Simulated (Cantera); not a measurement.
Feed: 1 mol Si₃N₄, 1.4 mol CO₂, 1.2 mol H₂, held at 1125 K and 1.80 mbar.

Equilibrium computed with Cantera from the NASA thermochemical tables; the gas is ideal and each condensed phase is pure. Candidate condensed phases: C, C₆H₆, C₇H₈, C₈H₁₈, H₂O, Si, SiC, SiO₂, Si₂N₂O, Si₃N₄; 151 gas species. Mutual solubility and eutectic melting of coexisting phases are not modelled. Kinetics and transport are ignored.

Base state: H₂ 0.492, N₂ 0.320, CO 0.188, CH₄ 1.26e-5, HCN 1.22e-5, H₂O 1.07e-5 (mole fractions); condensed: C(graphite) + SiO₂(β-quartz) + Si₂N₂O(s).

### Question
What changes in the equilibrium state with this change: temperature from 1125 K to 1273.15 K?

### Answer
```json
[
 {"species": "CO", "before": "0.188", "after": "0.433"},
 {"species": "H₂", "before": "0.492", "after": "0.400"},
 {"species": "N₂", "before": "0.320", "after": "0.167"},
 {"species": "H", "before": "7.35e-7", "after": "1.07e-5"},
 {"species": "CH₄", "before": "1.26e-5", "after": "2.70e-6"},
 {"species": "C(graphite), mol", "before": "0.942", "after": "0.0999"},
 {"species": "SiO₂(β-quartz), mol", "before": "0.562", "after": "0"},
 {"species": "Si₂N₂O(s), mol", "before": "1.22", "after": "1.50"}
]
```
